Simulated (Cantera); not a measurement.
# MgO + F₂ + O₂ (oxide etching and cleaning by halides)

Feed: 1 mol MgO, a varied amount of F₂, 0.26 mol O₂, at 577 °C and 0.133 bar.

Cantera equilibrium calculation (NASA polynomials, part measured and part estimated; ideal gas, pure solids and liquids). Candidate condensed phases: Mg, MgF₂, MgO; 14 gas species. The numbers say what is thermodynamically allowed, not how fast it happens.

```
n(F₂) (mol)   x O₂    x F₂     x F    x FO₂    x F₂O  n MgF₂(s)
-----------  -----  ------  ------  -------  -------  ---------
1             1.00  <1e-12  <1e-12   <1e-12   <1e-12       1.00
1.4          0.646   0.327  0.0268  7.90e-5  2.78e-6       1.00
1.9          0.450   0.516  0.0337  6.92e-5  3.67e-6       1.00
2.5          0.330   0.633  0.0374  5.61e-5  3.85e-6       1.00
3.4          0.236   0.724  0.0400  4.29e-5  3.73e-6       1.00
4.7          0.167   0.791  0.0418  3.17e-5  3.43e-6       1.00
6.3          0.123   0.834  0.0429  2.40e-5  3.10e-6       1.00
```
x: gas mole fraction; n: condensed amount in mol.

From 1 mol F₂ to 6.3 mol F₂ the condensed part is MgF₂(s).
